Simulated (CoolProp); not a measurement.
Vapour-liquid equilibrium of ethanol (1) + ethylbenzene (2) at 0.296 MPa; x and y are mole fractions of (1).

Values from CoolProp's multi-fluid Helmholtz-energy mixture model, Schroeder 2014 and Zhou 2012; pair parameters Bell 2016.

```
x     bubble temperature, mixture model (K)  bubble temperature, Raoult's law (K)  y, mixture model  y, Raoult's law
----  -------------------------------------  ------------------------------------  ----------------  ---------------
0.05                                    ___                                 442.6             0.471            0.265
0.15                                    ___                                 426.8             0.725            0.545
0.25                                    ___                                 416.2               ___            0.692
0.35                                  390.6                                 408.3             0.829            0.784
0.45                                    ___                                 402.1             0.847            0.846
0.55                                  387.0                                 397.0             0.861            0.891
0.65                                  385.7                                 392.7               ___            0.925
0.75                                  384.5                                 389.0             0.895            0.952
0.85                                  383.2                                 385.7             0.924            0.974
0.95                                  382.0                                 382.8             0.968            0.992
```

What belongs in the gaps?


- 0.05, bubble temperature, mixture model (K): 426.4
- 0.15, bubble temperature, mixture model (K): 403.3
- 0.25, bubble temperature, mixture model (K): 394.6
- 0.25, y, mixture model: 0.797
- 0.45, bubble temperature, mixture model (K): 388.4
- 0.65, y, mixture model: 0.876

The largest gap from Raoult's law is -23.5 K in bubble temperature, at x = 0.15. No azeotrope shows between x = 0.05 and 0.95.

Pair parameters are fitted to limited data, so mixtures are less certain than the pure fluids. With so large a gap from Raoult's law the liquid may split in two, which this calculation doesn't test in full.
